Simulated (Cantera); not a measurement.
## Equilibrium for abatement and gas-phase synthesis: N2O + H2

Input: 1 mol N2O, 1.3 mol H2, at 2700 °C and 68.0 mbar.

These are equilibrium values from Cantera (NASA tables, ideal gas, pure condensed phases), not measurements of a reactor. Candidate condensed phases: H2O; 24 gas species. Rates play no part.

| Quantity | Result |
|---|---|
| x(N2) | 0.329 |
| x(H) | 0.214 |
| x(H2) | 0.147 |
| x(H2O) | 0.146 |
| x(OH) | 0.0688 |
| x(O) | 0.0614 |
| x(O2) | 0.0241 |
| x(NO) | 0.0101 |
| x(N) | 2.57e-5 |
| gas amount | 2.994 mol |
